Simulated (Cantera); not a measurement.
## Transport properties of process gases

Gas mixture: 79.6 % NO, 20.4 % O₂, at 5.03 Torr, frozen composition.

Cantera's kinetic-theory transport with the Lennard-Jones parameters of GRI-Mech 3.0, ideal gas; thermal conductivity in the mixture-averaged form. The composition is frozen, though it would react at the higher temperatures.

| T (K) | ρ (kg/m³) | cp (J/kg/K) | μ (µPa s) | λ (mW/m/K) | Pr | D (cm²/s) CO₂ | D (cm²/s) NH₃ | D (cm²/s) H₂ |
|---|---|---|---|---|---|---|---|---|
| 400 | 0.00613 | 986.3 | 23.6 | 32.7 | 0.712 | 39.6 | 57.3 | 193 |
| 600 | 0.00408 | 1033 | 31.3 | 45.7 | 0.707 | 80.8 | 120 | 381 |
| 800 | 0.00306 | 1084 | 37.9 | 58.1 | 0.708 | 132 | 200 | 615 |
| 1000 | 0.00245 | 1124 | 43.9 | 69.6 | 0.709 | 193 | 295 | 890 |
| 1200 | 0.00204 | 1150 | 49.5 | 80.5 | 0.707 | 263 | 403 | 1200 |
| 1400 | 0.00175 | 1171 | 54.7 | 90.7 | 0.706 | 340 | 524 | 1550 |
| 1600 | 0.00153 | 1189 | 59.6 | 100 | 0.706 | 425 | 656 | 1940 |
D: mixture-averaged diffusion coefficient of that species in the mixture.
